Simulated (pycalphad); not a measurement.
Effect of Si content in Al-Mn-Mg-Si

CALPHAD calculation (pycalphad, COST 507 light-alloy database (1999)), 1 atm. These are 1990s assessments: newer ones move some temperatures and phases. The system is extrapolated from its subsystems; higher-order compounds may be missing. Phase fractions are per mole of atoms.

| alloy | liquidus (K) | first solid | solidus (K) | phases at 600 K |
|---|---|---|---|---|
| Al-6.14Mn-1.97Mg-6.64Si (at.%) | [?] | ALMNSI_BETA | 830 | [?] |
| Al-6.14Mn-1.97Mg-13.27Si (at.%) | 1093 | ALMNSI_BETA | 830 | fcc 0.54, ALMNSI_ALPHA 0.35, diamond (Si) 0.08, MG2SI 0.03 |
| Al-6.14Mn-1.97Mg-19.91Si (at.%) | 1062 | ALMNSI_BETA | 830 | fcc 0.47, ALMNSI_ALPHA 0.35, diamond (Si) 0.15, MG2SI 0.03 |

Task: Some entries are withheld; supply them.

Result: 
- Al-6.14Mn-1.97Mg-6.64Si (at.%), liquidus (K): 1114
- Al-6.14Mn-1.97Mg-6.64Si (at.%), phases at 600 K: fcc 0.61, ALMNSI_ALPHA 0.35, MG2SI 0.03, diamond (Si) 0.01

Database names, with the compositions (at.%) that they take in these runs: ALMNSI_BETA: Al 60-66 Mn 23 Si 11-17; ALMNSI_ALPHA: Al 70-73 Mn 17 Si 10-13; MG2SI: Mg 67 Si 33.
